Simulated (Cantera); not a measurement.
A closed system holds: 1 mol Al, a varied amount of Cl₂, 2 mol H₂, at 300 °C and 0.740 bar.

Method: chemical equilibrium by Gibbs-energy minimisation in Cantera with the NASA 1993 tables (ideal gas, pure condensed phases). Candidate condensed phases: Al, AlCl₃; 12 gas species. The numbers say what is thermodynamically allowed, not how fast it happens.

Question: At 2.1 mol Cl₂, list the 4 most abundant gas species with their mole fractions, and the condensed phases.

Answer: H₂ 0.450, HCl 0.386, Al₂Cl₆ 0.157, AlCl₃ 0.00700. Condensed: gas only.
